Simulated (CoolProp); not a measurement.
Vapour-liquid equilibrium of R134a (1) + n-butane (2) at 319.4 K; x and y are mole fractions of (1).

The numbers come from the multi-fluid Helmholtz-energy mixture model, Tillner-Roth 1994 and Bücker 2006; pair parameters Bell 2016 in CoolProp.

```tsv
x	bubble pressure (MPa)	y at the bubble point	dew pressure at overall composition x (MPa)	liquid density (mol/L)
0.05	0.6270	[?]	0.4731	[?]
0.125	0.8210	0.463	0.5140	9.435
0.2	0.9511	0.548	0.5621	9.450
0.275	[?]	0.598	0.6191	9.472
0.35	1.100	0.632	0.6878	9.504
0.425	1.145	0.659	0.7715	9.552
0.5	1.180	[?]	[?]	9.619
0.575	1.209	0.708	0.9979	9.713
0.65	1.233	0.735	1.130	9.840
0.725	1.251	0.767	1.225	10.00
0.8	1.260	0.808	1.259	10.21
0.875	1.256	0.860	1.253	[?]
0.95	[?]	[?]	1.224	10.75
```

Problem. Complete the blanks.

Solution. 
- 0.05, y at the bubble point: 0.284
- 0.05, liquid density (mol/L): 9.422
- 0.275, bubble pressure (MPa): 1.039
- 0.5, y at the bubble point: 0.683
- 0.5, dew pressure at overall composition x (MPa): 0.8742
- 0.875, liquid density (mol/L): 10.46
- 0.95, bubble pressure (MPa): 1.232
- 0.95, y at the bubble point: 0.934

y crosses x between x = 0.8 and 0.875: the model has an azeotrope there.

Pair parameters are fitted to limited data, so mixtures are less certain than the pure fluids. With so large a gap from Raoult's law the liquid may split in two, which this calculation doesn't test in full.
